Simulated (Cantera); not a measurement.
Thermodynamics of silicon nitride deposition, feed SiCl₄ + NH₃ + N₂

Input: 1 mol SiCl₄, 3.8 mol NH₃, 4 mol N₂, equilibrated at 518 Torr.

Method: chemical equilibrium by Gibbs-energy minimisation in Cantera with the NASA 1993 tables (ideal gas, pure condensed phases). Candidate condensed phases: NH₄Cl, Si, Si₃N₄; 28 gas species. The tables' values for SiCl₃ are old estimates; treat these amounts as uncertain. The numbers say what is thermodynamically allowed, not how fast it happens.

```
T (K)   x N₂   x H₂  x HCl  x SiCl₄  n Si₃N₄(s)
-----  -----  -----  -----  -------  ----------
873    0.422  0.330  0.227   0.0210       0.243
923    0.420  0.326  0.235   0.0190       0.251
973    0.419  0.322  0.241   0.0173       0.258
1023   0.417  0.319  0.247   0.0159       0.265
1073   0.417  0.317  0.252   0.0146       0.270
1123   0.416  0.315  0.256   0.0134       0.274
1173   0.415  0.313  0.260   0.0124       0.278
1223   0.414  0.311  0.263   0.0115       0.281
1273   0.414  0.309  0.265   0.0107       0.284
1323   0.413  0.308  0.267  0.00992       0.285
1373   0.413  0.307  0.268  0.00916       0.286
1423   0.413  0.307  0.269  0.00840       0.285
1473   0.413  0.307  0.268  0.00760       0.282
1523   0.414  0.307  0.266  0.00671       0.276
```
x: gas mole fraction; n: condensed amount in mol.

From 873 K to 1523 K the condensed part is Si₃N₄(s). The main Si-bearing gas is SiCl₄ throughout. The share of Si in condensed phases is highest at 1373 K (85.9 %) and lowest at 873 K (73.0 %).
